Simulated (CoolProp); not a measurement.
Vapour-liquid equilibrium of CH2F2 (R32) (1) + fluoroethane (R161) (2) at 0.476 MPa; x and y are mole fractions of (1).

Values from CoolProp's multi-fluid Helmholtz-energy mixture model, Tillner-Roth 1997 and Wu 2012; pair parameters Bell 2016.

Problem. Give the bubble temperature and the first vapour's composition at x = 0.15, 0.45, 0.55. Is there an azeotrope?

Solution. x = 0.15: -1.9 °C, y = 0.252; x = 0.45: -8.2 °C, y = 0.587; x = 0.55: -9.8 °C, y = 0.674. No azeotrope shows between x = 0.05 and 0.95.

Pair parameters are fitted to limited data, so mixtures are less certain than the pure fluids.
